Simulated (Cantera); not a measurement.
Gas-phase reforming

A perfectly stirred reactor is fed with 38.3 % CH₄, 53.6 % CO₂, 8.05 % H₂, at 0.130 bar; it is held at 1948 K, and followed from long to short residence time.

Detailed kinetics in Cantera: GRI-Mech 3.0 (53 species, 325 reactions).

```tsv
τ (s)	x CH₄	x CO₂	x H₂	x CH₂CO	x HO₂	x CH₃	x H
0.79	0.00514	0.0279	0.379	9.94e-6	4.83e-12	0.000442	0.00165
0.31	0.00847	0.0379	0.352	2.41e-5	7.66e-12	0.000719	0.00151
0.12	0.0137	0.0558	0.313	5.28e-5	1.30e-11	0.00114	0.00133
0.050	0.0217	0.0839	0.275	9.39e-5	2.04e-11	0.00173	0.00112
0.020	0.0373	0.134	0.245	0.000133	2.79e-11	0.00266	0.000914
0.0079	0.0686	0.217	0.239	0.000126	3.00e-11	0.00411	0.000764
0.0031	0.124	0.323	0.242	7.83e-5	2.49e-11	0.00611	0.000655
0.0012	0.201	0.422	0.215	3.21e-5	1.64e-11	0.00830	0.000513
0.00050	0.281	0.487	0.159	7.94e-6	9.87e-12	0.00947	0.000338
0.00020	0.349	0.524	0.103	5.40e-7	5.64e-12	0.00790	0.000162
```
x: mole fraction; the columns are a selection and need not sum to one.
